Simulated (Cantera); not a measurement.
An isothermal, constant-pressure homogeneous reactor starts with C₃H₈ : H₂ = 1 : 8.9 (molar parts), at 1200 K and 0.133 bar.

Detailed kinetics in Cantera: GRI-Mech 3.0 (53 species, 325 reactions). GRI-Mech 3.0 was tuned for natural gas; its chemistry of propane as a main component is partial and can be far from experiment. GRI-Mech 3.0 stops at C3 and has no aromatics, soot or wall deposition, so with more carbon than oxygen in the feed, carbon stays in small species such as C2H2 where larger ones or solid carbon would form.

x: mole fraction; the columns are a selection and need not sum to one.

```csv
t (s),x C₃H₈,x H₂,x H,x C₂H₂,x CH₃,x CH₄,x CH₂
0.000700,0.0950,0.894,1.73e-5,1.80e-6,0.000255,0.00502,6.30e-9
0.00170,0.0822,0.884,1.94e-5,2.00e-5,0.000257,0.0161,6.51e-9
0.00411,___,0.864,2.09e-5,___,___,___,___
0.00998,0.0224,0.836,2.24e-5,0.000736,0.000121,0.0694,2.15e-9
0.0242,___,0.820,___,___,___,0.0878,3.78e-10
0.0586,0.000330,0.817,6.42e-6,0.00447,1.44e-5,0.0914,5.75e-11
0.142,1.98e-5,0.817,4.04e-6,0.00686,8.84e-6,0.0921,2.25e-11
0.345,2.86e-6,0.817,3.75e-6,0.0110,8.25e-6,0.0929,1.95e-11
0.836,2.39e-6,0.817,3.56e-6,0.0185,7.94e-6,0.0946,1.77e-11
2.03,1.84e-6,0.817,3.24e-6,0.0282,7.48e-6,0.0979,1.52e-11
4.91,1.45e-6,0.814,2.89e-6,0.0342,7.11e-6,0.104,1.28e-11
11.9,1.29e-6,0.807,2.55e-6,0.0338,7.05e-6,0.116,1.13e-11
28.9,1.13e-6,0.795,2.11e-6,0.0302,6.98e-6,0.137,9.41e-12
70.0,8.68e-7,0.777,1.63e-6,0.0251,6.65e-6,0.166,7.01e-12
```

**Question.** Complete the blanks.

**Answer.** 
- 0.00411, x C₃H₈: 0.0569
- 0.00411, x C₂H₂: 0.000139
- 0.00411, x CH₃: 0.000209
- 0.00411, x CH₄: 0.0384
- 0.00411, x CH₂: 4.76e-9
- 0.0242, x C₃H₈: 0.00332
- 0.0242, x H: 1.48e-5
- 0.0242, x C₂H₂: 0.00241
- 0.0242, x CH₃: 4.02e-5
